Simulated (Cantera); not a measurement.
Diamond growth

A diamond (100) surface in a fixed gas of H2 with x(CH4) = 0.0024, x(H) = 0.011, at 1050 K, 17.3 Torr; coverages are run to steady state.

Cantera simulation using the Harris–Goodwin 1993 mechanism for the reconstructed diamond (100) surface; the numbers are that mechanism's predictions, not measurements.

```tsv
x(CH3)	growth (µm/h)	θ c6HH	θ c6H*	θ c6*H	θ c6**	θ c6HM
1e-06	0.0135	0.553	0.0230	0.411	0.0136	3.62e-5
2.7e-06	0.0365	0.553	0.0230	0.411	0.0136	9.76e-5
7e-06	0.0946	0.553	0.0230	0.410	0.0136	0.000253
1.9e-05	0.257	0.552	0.0230	0.410	0.0136	0.000686
4.9e-05	0.661	0.551	0.0229	0.410	0.0136	0.00177
0.00013	1.74	0.549	0.0228	0.408	0.0135	0.00466
0.00035	4.63	0.543	0.0226	0.403	0.0133	0.0124
0.00092	11.8	0.528	0.0219	0.391	0.0127	0.0315
0.0024	28.3	0.494	0.0204	0.365	0.0115	0.0757
```
θ: site fractions in the mechanism's names (c6HH fully hydrogenated, c6H* and c6*H radical sites, c6** diradical, c6HM methylated).
